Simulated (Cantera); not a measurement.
A Cantera script and what it prints.

```python
import numpy as np
import cantera as ct

gas_names = """
    C CO CO2 C2 C2O C3 C3O2 C4 C5 O O2 O3 Ta TaO TaO2
""".split()
cond_names = """
    C(gr) Ta(cr) Ta(L) TaC(s) TaC(L) Ta2O5(s) Ta2O5(L)
""".split()


# ... load() reads the species with a 1 bar reference pressure and builds the phases ...
atoms = {
    'Ta2O5': {'Ta': 2, 'O': 5},
    'CO': {'C': 1, 'O': 1},
    'CO2': {'C': 1, 'O': 2},
}
top_T = {'C(gr)': 4500}  # K; cautious upper limits of use, not melting points


# ... equilibrate(T, P, feed) seeds the gas with the atoms and calls Mixture.equilibrate('TP', solver="vcs", rtol=1e-11, max_steps=5000) ...
results = []
feed = {'Ta2O5': 1, 'CO': 1, 'CO2': 0.00019}  # mol
P = 2700  # Pa
for T in [1300, 1450, 1600, 1750, 1900, 2050, 2200, 2350]:
    mix = equilibrate(T, P, feed)
    results.append((T, P, feed, dict(zip(mix.species_names, mix.species_moles))))
    x = sorted(zip(gas.X, gas.species_names), reverse=True)
    print(f"T = {T:g} K  P = {P:g} Pa  gas = {mix.phase_moles(0):.4g} mol")
    print("   x: " + "  ".join(f"{s} {v:.3e}" for v, s in x if v > 0.001))
    print("   condensed (mol): " + ("  ".join(f"{mix.phase(i).name} {mix.phase_moles(i):.4g}"
          for i in range(1, mix.n_phases) if mix.phase_moles(i) > 1e-12) or "none"))
```

It prints:

```
T = 1300 K  P = 2700 Pa  gas = 1 mol
   x: CO 9.992e-01
   condensed (mol): TaC(s) 0.0001616  Ta2O5(s) 0.9999
T = 1450 K  P = 2700 Pa  gas = 1 mol
   x: CO 9.993e-01
   condensed (mol): TaC(s) 0.0001579  Ta2O5(s) 0.9999
T = 1600 K  P = 2700 Pa  gas = 1 mol
   x: CO 9.993e-01
   condensed (mol): TaC(s) 0.0001554  Ta2O5(s) 0.9999
T = 1750 K  P = 2700 Pa  gas = 1 mol
   x: CO 9.993e-01
   condensed (mol): TaC(s) 0.0001535  Ta2O5(s) 0.9999
T = 1900 K  P = 2700 Pa  gas = 1 mol
   x: CO 9.993e-01
   condensed (mol): TaC(s) 0.0001517  Ta2O5(s) 0.9999
T = 2050 K  P = 2700 Pa  gas = 1 mol
   x: CO 9.992e-01
   condensed (mol): TaC(s) 0.0001372  Ta2O5(s) 0.9999
T = 2200 K  P = 2700 Pa  gas = 1.001 mol
   x: CO 9.984e-01
   condensed (mol): Ta2O5(L) 0.9996
T = 2350 K  P = 2700 Pa  gas = 1.004 mol
   x: CO 9.945e-01  TaO2 3.055e-03  CO2 2.168e-03
   condensed (mol): Ta2O5(L) 0.9983
```

Cantera equilibrium calculation (NASA polynomials, part measured and part estimated; ideal gas, pure solids and liquids). Mutual solubility and eutectic melting of coexisting phases are not modelled. TaC: taken at fixed stoichiometry. Condensed phases not in the tables: Ta2C.
